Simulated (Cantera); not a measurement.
Stirred combustor or abatement burner

A perfectly stirred reactor is fed with 9.66 % CH4, 7.34 % CO, 12.8 % O2, 70.2 % N2, equivalence ratio 1.8, at 1350 Torr; it is adiabatic with a 700 K inlet, and is followed from long to short residence time, starting on the burning branch (τ in s: 0.19, 0.087, 0.04, 0.019, 0.0087, 0.004, 0.0019, 0.00087, 0.0004, 0.00019, 8.7e-05, 4.1e-05, 1.9e-05).

Computed with Cantera and GRI-Mech 3.0 (53 species, 325 reactions).

```
τ (s)    T (K)    x CH4    x CO      x O2   x C2H2     x NO    x HCO
-------  -----  -------  ------  --------  -------  -------  -------
0.19      1850  0.00284   0.109  0.000222  0.00175  7.55e-6  2.43e-8
0.087     1853  0.00362   0.106  0.000422  0.00240  6.62e-6  3.54e-8
0.040     1854  0.00439   0.104  0.000776  0.00295  5.86e-6  5.68e-8
0.019     1850  0.00510   0.103   0.00136  0.00332  5.20e-6  9.72e-8
0.0087    1841  0.00588   0.103   0.00240  0.00350  4.45e-6  1.82e-7
0.0040    1821  0.00685   0.104   0.00431  0.00346  3.44e-6  3.59e-7
0.0019    1779  0.00860   0.107   0.00823  0.00316  1.97e-6  7.21e-7
0.00087    700   0.0966  0.0734     0.128   <1e-12   <1e-12   <1e-12
0.00040    700   0.0966  0.0734     0.128   <1e-12   <1e-12   <1e-12
0.00019    700   0.0966  0.0734     0.128   <1e-12   <1e-12   <1e-12
8.7e-5     700   0.0966  0.0734     0.128   <1e-12   <1e-12   <1e-12
4.1e-5     700   0.0966  0.0734     0.128   <1e-12   <1e-12   <1e-12
1.9e-5     700   0.0966  0.0734     0.128   <1e-12   <1e-12   <1e-12
```
x: mole fraction; the columns are a selection and need not sum to one.
